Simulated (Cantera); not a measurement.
Charge: 1 mol CuO, 3.4 mol CO, 2.5 mol N₂, at 11000 Pa.

These are equilibrium values from Cantera (NASA tables, ideal gas, pure condensed phases), not measurements of a reactor. Candidate condensed phases: C, Cu, CuO, Cu₂O; 27 gas species. The numbers say what is thermodynamically allowed, not how fast it happens.

log p: log10 of the partial pressure in bar; n: condensed amount in mol.

```csv
T (K),log p N₂,log p CO,log p CO₂,log p Cu,log p O,n C(graphite),n Cu(s),n Cu(l)
825,-1.29,-1.57,-1.50,<-12,<-12,0.553,1.00,0
1025,-1.33,-1.35,-1.73,-10.38,<-12,0,1.00,0
1225,-1.33,-1.35,-1.73,-7.62,<-12,0,1.000,0
1425,-1.33,-1.35,-1.73,…,…,0,0,1.000
1625,-1.33,-1.35,-1.73,-4.24,-9.65,0,0,0.997
1825,-1.33,-1.35,-1.73,-3.14,-7.77,0,0,0.961
2025,-1.35,-1.37,-1.75,…,…,0,0,…
2225,-1.40,-1.42,-1.80,-1.80,-5.03,0,0,0
2425,-1.40,-1.41,-1.81,-1.80,-4.01,0,0,0
```

**Question.** Complete the blanks.

**Answer.** 
- 1425, log p Cu: -5.66
- 1425, log p O: -12.06
- 2025, log p Cu: -2.27
- 2025, log p O: -6.26
- 2025, n Cu(l): 0.692
